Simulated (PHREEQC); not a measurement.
A column of 0.2 m (30 cells, dispersivity 0.007 m, 720 s a shift, diffusion coefficient 3e-10 m²/s) holds 0.027 eq of the database's cation exchanger X per kg of pore water, first in equilibrium with 0.0086 mol KBr and 1e-05 mol HCl per kg of water. It is flushed with 0.0028 mol/kgw CaCl2, 0.0023 mol/kgw MgCl2 and 1e-05 mol/kgw HCl, at 40 °C. Values are for the last cell. The system is closed to CO2. Precipitation was switched off in this run.

The series has 31 steps of pore volumes, from 0 to 8.017.

The numbers come from PHREEQC with the ion-association model, phreeqc.dat.

**Question.** After how many pore volumes does Mg at the outlet first reach half of its feed value?

**Answer.** By 3.5 pore volumes; it later peaks at 0.00320 mol/kgw, above the feed's 0.00230.

**Question.** After how many pore volumes does Ca at the outlet first reach half of its feed value?

**Answer.** By 4.0 pore volumes.

At this temperature some constants are extrapolated from 25 °C, and those without enthalpy data are left unchanged.
